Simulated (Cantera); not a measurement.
Cantera run:

```python
import numpy as np
import cantera as ct

gas_names = [...]  # 100 gases of nasa_gas.yaml made of C, H, N, S
cond_names = """
    C(gr) C6H6(L) C7H8(L) C8H18(L),n-octa S(cr1) S(cr2) S(L)
""".split()


# ... load() reads the species with a 1 bar reference pressure and builds the phases ...
atoms = {
    'C2H6': {'C': 2, 'H': 6},
    'NH3': {'N': 1, 'H': 3},
    'N2': {'N': 2},
    'H2S': {'H': 2, 'S': 1},
}
top_T = {'C(gr)': 4500}  # K; cautious upper limits of use, not melting points


# ... equilibrate(T, P, feed) seeds the gas with the atoms and calls Mixture.equilibrate('TP', solver="vcs", rtol=1e-11, max_steps=5000) ...
results = []
feed = {'C2H6': 1, 'NH3': 0.094, 'N2': 4.2, 'H2S': 0.00029}  # mol
P = 16  # Pa
for T in [1673, 1723, 1773, 1823, 1873, 1923, 1973, 2023, 2073, 2123, 2173, 2223]:
    mix = equilibrate(T, P, feed)
    results.append((T, P, feed, dict(zip(mix.species_names, mix.species_moles))))

top = {s: max(r[3][s] / sum(r[3][g] for g in gas_names) for r in results) for s in gas_names}
cols = sorted((s for s in top if top[s] > 0.001), key=lambda s: -top[s])[:5]
seen = [c for c in cond_names if any(r[3].get(c, 0) > 1e-12 for r in results)]
print("log10 of partial pressures in bar; condensed amounts in mol")
print(f"{'T/K':>10s}" + "".join(f"{s[:9]:>10s}" for s in cols + seen))
for T, P, feed, n in results:
    ng = sum(n[g] for g in gas_names)
    print(f"{T:10.4g}" + "".join(f"{np.log10(max(n[s] / ng * P / 1e5, 1e-99)):10.3f}" for s in cols)
          + "".join(f"{n.get(c, 0):10.4g}" for c in seen))
```

Result:

```
log10 of partial pressures in bar; condensed amounts in mol
       T/K        N2        H2         H       HCN     C(gr)
      1673    -4.038    -4.172    -6.030    -6.607     1.988
      1723    -4.039    -4.175    -5.827    -6.489     1.984
      1773    -4.041    -4.179    -5.636    -6.380     1.979
      1823    -4.042    -4.185    -5.456    -6.278     1.973
      1873    -4.045    -4.194    -5.287    -6.183     1.966
      1923    -4.049    -4.206    -5.129    -6.095     1.957
      1973    -4.053    -4.222    -4.981    -6.016     1.947
      2023    -4.059    -4.243    -4.843    -5.944     1.936
      2073    -4.067    -4.271    -4.716    -5.880     1.924
      2123    -4.076    -4.308    -4.599    -5.825      1.91
      2173    -4.087    -4.355    -4.494    -5.780     1.895
      2223    -4.100    -4.414    -4.400    -5.746      1.88
```

Method: chemical equilibrium by Gibbs-energy minimisation in Cantera with the NASA 1993 tables (ideal gas, pure condensed phases).
